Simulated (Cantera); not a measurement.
## Adiabatic ignition

An adiabatic, constant-volume homogeneous reactor starts with CO : H₂ : CH₄ : O₂ : N₂ = 1 : 0.96 : 0.18 : 0.744 : 2.61 (molar parts), at 1750 K and 0.987 atm.

Model: GRI-Mech 3.0 (53 species, 325 reactions), integrated in Cantera. Above 3000 K some thermodynamic fits are extrapolated.

```json
[
 {"t (s)": "1.00e-6", "T (K)": "1750", "P (bar)": "1.000", "x CO": "0.182", "x H₂": "0.175", "x CH₄": "0.0328", "x CH₃": "3.26e-6", "x HCO": "3.84e-10", "x C₂H₂": "<1e-12", "x OH": "7.57e-7"},
 {"t (s)": "4.46e-6", "T (K)": "1750", "P (bar)": "1.00", "x CO": "0.182", "x H₂": "0.175", "x CH₄": "0.0326", "x CH₃": "0.000128", "x HCO": "7.28e-9", "x C₂H₂": "1.33e-11", "x OH": "1.87e-5"},
 {"t (s)": "1.99e-5", "T (K)": "2544", "P (bar)": "1.47", "x CO": "0.167", "x H₂": "0.0692", "x CH₄": "<1e-12", "x CH₃": "<1e-12", "x HCO": "9.30e-7", "x C₂H₂": "<1e-12", "x OH": "0.0263"},
 {"t (s)": "8.88e-5", "T (K)": "2989", "P (bar)": "1.67", "x CO": "0.171", "x H₂": "0.0692", "x CH₄": "<1e-12", "x CH₃": "3.11e-12", "x HCO": "7.40e-7", "x C₂H₂": "<1e-12", "x OH": "0.0261"},
 {"t (s)": "0.000396", "T (K)": "3022", "P (bar)": "1.68", "x CO": "0.172", "x H₂": "0.0703", "x CH₄": "<1e-12", "x CH₃": "4.62e-12", "x HCO": "7.52e-7", "x C₂H₂": "<1e-12", "x OH": "0.0244"},
 {"t (s)": "0.00177", "T (K)": "3019", "P (bar)": "1.68", "x CO": "0.172", "x H₂": "0.0706", "x CH₄": "<1e-12", "x CH₃": "4.68e-12", "x HCO": "7.51e-7", "x C₂H₂": "<1e-12", "x OH": "0.0241"},
 {"t (s)": "0.00788", "T (K)": "3019", "P (bar)": "1.68", "x CO": "0.172", "x H₂": "0.0706", "x CH₄": "<1e-12", "x CH₃": "4.68e-12", "x HCO": "7.51e-7", "x C₂H₂": "<1e-12", "x OH": "0.0241"},
 {"t (s)": "0.0352", "T (K)": "3019", "P (bar)": "1.68", "x CO": "0.172", "x H₂": "0.0706", "x CH₄": "<1e-12", "x CH₃": "4.68e-12", "x HCO": "7.51e-7", "x C₂H₂": "<1e-12", "x OH": "0.0241"},
 {"t (s)": "0.157", "T (K)": "3019", "P (bar)": "1.68", "x CO": "0.172", "x H₂": "0.0706", "x CH₄": "<1e-12", "x CH₃": "4.68e-12", "x HCO": "7.51e-7", "x C₂H₂": "<1e-12", "x OH": "0.0241"},
 {"t (s)": "0.700", "T (K)": "3019", "P (bar)": "1.68", "x CO": "0.172", "x H₂": "0.0706", "x CH₄": "<1e-12", "x CH₃": "4.68e-12", "x HCO": "7.51e-7", "x C₂H₂": "<1e-12", "x OH": "0.0241"}
]
```
x: mole fraction; the columns are a selection and need not sum to one.

```json
{
 "time_of_steepest_temperature_rise": "12.6 µs",
 "temperature at 0.700 s": "3019 K",
 "equilibrium_temperature": "3019 K",
 "x(CO) at 0.700 s": "0.172 (gas-phase equilibrium 0.172)",
 "x(H₂) at 0.700 s": "0.0706 (gas-phase equilibrium 0.0706)",
 "x(CH₄) at 0.700 s": "<1e-12 (gas-phase equilibrium <1e-12)"
}
```
